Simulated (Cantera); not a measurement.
Cantera run, input and output.

```python
import numpy as np
import cantera as ct

gas = ct.Solution("gri30.yaml")
gas.TPX = 1550, 100000, {'CH4': 1, 'CO2': 0.77}
inlet = ct.Reservoir(gas, clone=True)

reactor = ct.IdealGasConstPressureReactor(gas, energy="off", clone=False)
exhaust = ct.Reservoir(gas, clone=True)
tau = [2.4, 0.63, 0.17, 0.044, 0.012, 0.003, 0.0008][0]
for a, b in ((inlet, reactor), (reactor, exhaust)):
    ct.MassFlowController(a, b, mdot=lambda t: reactor.mass / tau)
net = ct.ReactorNet([reactor])
show = ['CH4', 'CO2', 'HO2', 'H2', 'O2']

rows = []
print(f"{'tau/s':>10s}{'T/K':>9s}" + "".join(f"{s:>11s}" for s in show))
for tau in [2.4, 0.63, 0.17, 0.044, 0.012, 0.003, 0.0008]:
    net.initial_time = 0.0
    net.advance(30 * tau)
    before = gas.X
    net.advance(40 * tau)
    drift = np.max(np.abs(gas.X - before) / (gas.X + 1e-9))
    rows.append([gas.T, *gas[show].X, drift])
    print(f"{tau:10.3e}{gas.T:9.1f}" + "".join(f"{x:11.3e}" for x in gas[show].X))
```

Output:

```
     tau/s      T/K        CH4        CO2        HO2         H2         O2
 2.400e+00   1550.0  8.607e-02  7.297e-02  2.599e-15  2.987e-01  7.724e-13
 6.300e-01   1550.0  1.574e-01  1.427e-01  5.354e-15  2.293e-01  1.491e-12
 1.700e-01   1550.0  2.899e-01  2.708e-01  6.256e-15  1.745e-01  1.493e-12
 4.400e-02   1550.0  4.335e-01  3.804e-01  2.982e-15  1.020e-01  5.306e-13
 1.200e-02   1550.0  5.170e-01  4.215e-01  8.770e-16  3.873e-02  9.262e-14
 3.000e-03   1550.0  5.540e-01  4.332e-01  2.050e-16  7.822e-03  7.358e-15
 8.000e-04   1550.0  5.628e-01  4.348e-01  7.830e-17  1.269e-03  7.506e-16
```

Computed with Cantera and GRI-Mech 3.0 (53 species, 325 reactions).
